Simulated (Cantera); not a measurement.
Feed: 1 mol c-C4F8, 0.023 mol CH4, a varied amount of H2, 0.64 mol HCl, held at 2248 K and 0.000200 bar.

These are equilibrium values from Cantera (NASA tables, ideal gas, pure condensed phases), not measurements of a reactor. Candidate condensed phases: C, C6H6, C7H8, C8H18; 118 gas species. The feed counts by its element totals alone. Kinetics and transport are ignored.

x: gas mole fraction; n: condensed amount in mol.

```tsv
n(H2) (mol)	x HF	x F	x H	x H2	x Cl	x CF2	x HCl	n C(graphite)
0.3	0.165	0.673	6.69e-5	1.66e-8	0.0795	0.0726	2.72e-5	3.36
0.44	0.199	0.646	8.39e-5	2.61e-8	0.0790	0.0669	3.39e-5	3.41
0.64	___	0.607	___	___	0.0784	___	___	3.47
0.93	0.315	0.551	0.000155	8.92e-8	0.0776	0.0487	6.17e-5	3.56
1.3	0.400	0.480	0.000227	1.90e-7	0.0767	0.0369	8.90e-5	3.66
2	___	___	___	___	0.0753	___	___	3.82
2.8	0.734	0.182	0.00110	4.45e-6	0.0740	0.00533	0.000415	3.95
4.1	0.853	0.00384	0.0604	0.0135	0.0524	2.37e-6	0.0162	4.02
6	0.674	0.00110	0.167	0.104	0.0291	1.92e-7	0.0249	4.01
```

Problem. What belongs in the gaps?

Solution. 
- 2, x HF: 0.557
- 2, x F: 0.343
- 2, x H: 0.000442
- 2, x H2: 7.22e-7
- 2, x CF2: 0.0189
- 2, x HCl: 0.000170
- 0.64, x HF: 0.247
- 0.64, x H: 0.000110
- 0.64, x H2: 4.52e-8
- 0.64, x CF2: 0.0591
- 0.64, x HCl: 4.44e-5
